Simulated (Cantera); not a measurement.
**NO annealing gas**

An isothermal, constant-pressure homogeneous reactor starts with 85.5 % NO, 14.5 % N₂, at 2100 K and 100.0 Torr.

Computed with Cantera and GRI-Mech 3.0 (53 species, 325 reactions).

```tsv
t (s)	x NO	x NO₂	x N₂O	x O	x O₂	x N₂
1.00e-5	0.855	1.22e-8	2.25e-6	2.25e-6	3.10e-9	0.145
3.05e-5	0.855	1.10e-7	6.83e-6	6.85e-6	2.87e-8	0.145
9.32e-5	0.855	9.33e-7	2.05e-5	2.07e-5	2.67e-7	0.145
0.000285	0.855	6.73e-6	5.89e-5	6.26e-5	2.57e-6	0.145
0.000869	0.854	3.42e-5	0.000150	0.000194	2.89e-5	0.145
0.00265	0.853	9.03e-5	0.000277	0.000483	0.000357	0.146
0.00809	0.849	0.000112	0.000311	0.000608	0.00225	0.148
0.0247	0.836	0.000131	0.000297	0.000681	0.00847	0.154
0.0754	0.797	0.000173	0.000259	0.000867	0.0281	0.174
0.230	0.673	0.000238	0.000170	0.00128	0.0896	0.235
0.703	0.371	0.000212	4.56e-5	0.00193	0.240	0.387
2.15	0.0742	5.41e-5	1.83e-6	0.00240	0.388	0.535
6.55	0.0151	1.14e-5	2.31e-7	0.00248	0.418	0.564
20.0	0.0120	9.07e-6	2.07e-7	0.00248	0.420	0.566
```
x: mole fraction; the columns are a selection and need not sum to one.

Equilibrium at this temperature and pressure: NO 0.0120, NO₂ 9.07e-6, N₂O 2.07e-7, O 0.00248, O₂ 0.420, N₂ 0.566 (gas phase only).
